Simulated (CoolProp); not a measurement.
Values from CoolProp's reference Helmholtz-energy equation of state, Thol 2017.

Task: Give the vapour pressure (kPa), enthalpy of vaporisation (kJ/kg), surface tension (mN/m) of saturated octamethyltrisiloxane (MDM) at 403.2, 514.6, 528.5 K.

Result: 
| T (K) | p (kPa) | enthalpy of vaporisation (kJ/kg) | surface tension (mN/m) |
|---|---|---|---|
| 403.2 | 54.0 | 162 | 7.95 |
| 514.6 | 649 | 101 | 1.41 |
| 528.5 | 815 | 88.3 | 0.871 |

Surface tension comes from a separate correlation (Mulero 2014), older than this fluid's equation and unchecked against measurements.
